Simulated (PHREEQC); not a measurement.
0.43 g of hydrous ferric oxide (600 m²/g; 0.2 weak and 0.005 strong sites per Fe, Dzombak-Morel constants, diffuse double layer) in 1 kg of water with 0.01 mol/kgw of an inert sodium salt and 5.8e-05 mol PbCl2, at 25 °C; the pH is set by adding NaOH or the inert anion's acid. Oxygen is held at 0.21 atm. CO2 from the air is kept out. Nothing may precipitate in this run.

The numbers come from PHREEQC with the ion-association model, wateq4f.dat.

| pH | Pb sorbed (%) | surface charge σ (C/m²) | surface potential ψ (mV) |
|---|---|---|---|
| 3 | 2.8 | 0.326 | 202 |
| 3.5 | 14.8 | 0.277 | [?] |
| 4 | 32.6 | 0.219 | 185 |
| 5 | 51.5 | 0.117 | [?] |
| 5.5 | [?] | 0.081 | 135 |
| 6 | 95.0 | 0.054 | 114 |
| 6.5 | 99.3 | 0.034 | [?] |
| 7 | 99.9 | 0.020 | 66 |
| 8 | 100.0 | 0.003 | 12 |
| 8.5 | 100.0 | [?] | -15 |
| 9 | 100.0 | -0.011 | -42 |

### Question
Some entries are withheld; supply them.

### Answer

- 3.5, surface potential ψ (mV): 196
- 5, surface potential ψ (mV): 153
- 5.5, Pb sorbed (%): 76.4
- 6.5, surface potential ψ (mV): 91
- 8.5, surface charge σ (C/m²): -0.004

Complexes and solids missing from the database can't appear. The oxide is taken as insoluble; below pH 4 it would dissolve.
